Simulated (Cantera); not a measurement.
An isothermal, constant-pressure homogeneous reactor starts with 1.18 % C2H6, 98.8 % N2, at 1125 K and 0.220 bar.

Cantera simulation using GRI-Mech 3.0 (53 species, 325 reactions); the numbers are that mechanism's predictions, not measurements. GRI-Mech 3.0 stops at C3 and has no aromatics, soot or wall deposition, so with more carbon than oxygen in the feed, carbon stays in small species such as C2H2 where larger ones or solid carbon would form.

Predict: x(C2H6) at 5.00 s; x(H) at 5.00 s; x(C2H4) at 5.00 s.


```
Item                                                 Result
-----------------  ----------------------------------------
x(C2H6) at 5.00 s   1.08e-5 (gas-phase equilibrium 4.65e-7)
x(H) at 5.00 s      1.10e-7 (gas-phase equilibrium 1.23e-8)
x(C2H4) at 5.00 s  0.00599 (gas-phase equilibrium 0.000320)
```
